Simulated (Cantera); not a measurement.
## Equilibrium for chemical vapour transport: Fe2O3 + HCl

Charge: 1 mol Fe2O3, 0.033 mol HCl, at 105 Torr.

Equilibrium computed with Cantera from the NASA thermochemical tables; the gas is ideal and each condensed phase is pure. Candidate condensed phases: Fe, FeCl2, FeCl3, FeO, Fe(OH)2, Fe(OH)3, Fe2O3, Fe3O4, H2O; 22 gas species. Mutual solubility and eutectic melting of coexisting phases are not modelled. Condensed phases not in the tables: FeOCl. Equilibrium is a limit: real reactors are often held back by kinetics, nucleation or transport.

At 700 K the condensed part is FeCl2(s) + Fe2O3(s). From 800 K to 1400 K the condensed part is Fe2O3(s). At 1500 K the condensed part is Fe2O3(s) + Fe3O4(s). The main Fe-bearing gas is Fe2Cl6 at 700 K and FeCl2 at 1500 K.

| T (K) | x HCl | x H2O | x FeCl2 | x O2 | x FeCl3 | x Cl | x Cl2 | n FeCl2(s) | n Fe2O3(s) | n Fe3O4(s) |
|---|---|---|---|---|---|---|---|---|---|---|
| 700 | 0.972 | 0.0196 | 1.10e-5 | <1e-12 | 0.00362 | 1.82e-8 | 0.000107 | 6.58e-6 | 1.000 | 0 |
| 800 | 0.963 | 0.0232 | 0.000297 | 2.85e-11 | 0.0110 | 3.15e-7 | 0.000159 | 0 | 1.000 | 0 |
| 900 | 0.947 | 0.0315 | 0.00146 | 8.88e-9 | 0.0183 | 5.40e-6 | 0.000748 | 0 | 1.000 | 0 |
| 1000 | 0.926 | 0.0428 | 0.00464 | 8.39e-7 | 0.0235 | 5.01e-5 | 0.00233 | 0 | 1.000 | 0 |
| 1100 | 0.900 | 0.0563 | 0.0113 | 3.28e-5 | 0.0262 | 0.000299 | 0.00546 | 0 | 0.999 | 0 |
| 1200 | 0.867 | 0.0724 | 0.0229 | 0.000588 | 0.0260 | 0.00125 | 0.00972 | 0 | 0.999 | 0 |
| 1300 | 0.822 | 0.0917 | 0.0435 | 0.00418 | 0.0231 | 0.00358 | 0.0116 | 0 | 0.999 | 0 |
| 1400 | 0.760 | 0.116 | 0.0770 | 0.0128 | 0.0176 | 0.00730 | 0.00923 | 0 | 0.998 | 0 |
| 1500 | 0.676 | 0.143 | 0.111 | 0.0379 | 0.0119 | 0.0133 | 0.00728 | 0 | 0.994 | 0.00237 |
x: gas mole fraction; n: condensed amount in mol.
